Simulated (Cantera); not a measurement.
Charge: 1 mol SiC, 0.14 mol CO2, 200 mol H2, equilibrated at 1625 K and 47.0 mbar.

These are equilibrium values from Cantera (NASA tables, ideal gas, pure condensed phases), not measurements of a reactor. Equilibrium is a limit: real reactors are often held back by kinetics, nucleation or transport.

```csv
species,before,after
H2,0.998,0.999
CO,0.00105,0.000600
CH4,6.68e-6,0.000500
SiO,0.000352,5.42e-7
H,0.000325,8.79e-7
"SiC(s), mol",0.929,0.920
"SiO2(β-quartz), mol",0,0.0798
```
Gas species are given as mole fractions.

Q: Which change was made?
A) CO2 from 0.14 to 0.66 mol
B) temperature from 1625 K to 1073 K
C) temperature from 1625 K to 2100 K
D) temperature from 1625 K to 1198.15 K

A: D, temperature from 1625 K to 1198.15 K. Mutual solubility and eutectic melting of coexisting phases are not modelled. The tables hold silica as quartz up to 1696 K and as liquid above; real silica turns to tridymite and cristobalite and melts near 1996 K
